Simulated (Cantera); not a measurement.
Equilibrium for silicon oxide and oxynitride deposition: TEOS + NO

Feed: 1 mol TEOS, 0.74 mol NO, at 16.0 mbar.

Equilibrium computed with Cantera from the NASA thermochemical tables; the gas is ideal and each condensed phase is pure. Candidate condensed phases: C, C₆H₆, C₇H₈, C₈H₁₈, H₂O, Si, SiC, SiO₂, Si₂N₂O, Si₃N₄; 151 gas species. The feed counts by its element totals alone. Kinetics and transport are ignored.

```tsv
T (K)	x H₂	x CH₄	x H₂O	x CO	x N₂	x CO₂	x NH₃	x C₂H₆	n C(graphite)	n SiO₂(α-quartz)
525	0.165	0.434	0.328	0.000130	0.0503	0.0224	4.32e-5	9.30e-8	4.65	1.00
575	0.321	0.321	0.282	0.000833	0.0460	0.0291	4.07e-5	1.03e-7	5.18	1.00
625	0.499	0.193	0.225	0.00406	0.0411	0.0378	3.15e-5	7.65e-8	5.88	1.00
675	0.642	0.0961	0.162	0.0156	0.0368	0.0475	2.07e-5	4.00e-8	6.40	1.00
725	0.723	0.0430	0.103	0.0465	0.0338	0.0501	1.24e-5	1.69e-8	6.47	1.00
775	0.755	0.0187	0.0554	0.102	0.0314	0.0377	7.21e-6	6.53e-9	6.14	1.00
825	0.761	0.00837	0.0244	0.159	0.0297	0.0182	4.28e-6	2.56e-9	5.69	1.00
```
x: gas mole fraction; n: condensed amount in mol.

From 525 K to 825 K the condensed part is C(graphite) + SiO₂(α-quartz).
